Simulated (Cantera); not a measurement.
Carbothermic reduction: PbO + CH4 + CO

Input: 1 mol PbO, 0.91 mol CH4, 0.56 mol CO, at 825 K.

Cantera equilibrium calculation (NASA polynomials, part measured and part estimated; ideal gas, pure solids and liquids). Candidate condensed phases: C, C6H6, C7H8, C8H18, H2O, Pb, PbO, PbO2, Pb3O4; 113 gas species. Kinetics and transport are ignored.

From 10.0 Pa to 68.0 Pa the condensed part is Pb(l). From 4.60 mbar to 10.0 bar the condensed part is C(graphite) + Pb(l). The main Pb-bearing gas is Pb throughout.

```json
[
 {"P (Pa)": "10", "x H2": "0.545", "x CO": "0.426", "x H2O": "0.00721", "x CH4": "1.09e-6", "x CO2": "0.0201", "x Pb": "0.00143", "n Pb(l)": "0.995", "n C(graphite)": "0"},
 {"P (Pa)": "68", "x H2": "0.546", "x CO": "0.427", "x H2O": "0.00723", "x CH4": "5.06e-5", "x CO2": "0.0202", "x Pb": "0.000211", "n Pb(l)": "0.999", "n C(graphite)": "0"},
 {"P (Pa)": "460", "x H2": "0.549", "x CO": "0.403", "x H2O": "0.0128", "x CH4": "0.00125", "x CO2": "0.0337", "x Pb": "3.12e-5", "n Pb(l)": "1.000", "n C(graphite)": "0.0561"},
 {"P (Pa)": "3200", "x H2": "0.554", "x CO": "0.271", "x H2O": "0.0606", "x CH4": "0.00890", "x CO2": "0.106", "x Pb": "4.48e-6", "n Pb(l)": "1.000", "n C(graphite)": "0.362"},
 {"P (Pa)": "22000", "x H2": "0.481", "x CO": "0.130", "x H2O": "0.174", "x CH4": "0.0461", "x CO2": "0.168", "x Pb": "6.52e-7", "n Pb(l)": "1.000", "n C(graphite)": "0.631"},
 {"P (Pa)": "150000", "x H2": "0.309", "x CO": "0.0536", "x H2O": "0.314", "x CH4": "0.130", "x CO2": "0.194", "x Pb": "9.56e-8", "n Pb(l)": "1.00", "n C(graphite)": "0.691"},
 {"P (Pa)": "1000000", "x H2": "0.152", "x CO": "0.0214", "x H2O": "0.411", "x CH4": "0.210", "x CO2": "0.205", "x Pb": "1.43e-8", "n Pb(l)": "1.00", "n C(graphite)": "0.661"}
]
```
x: gas mole fraction; n: condensed amount in mol.
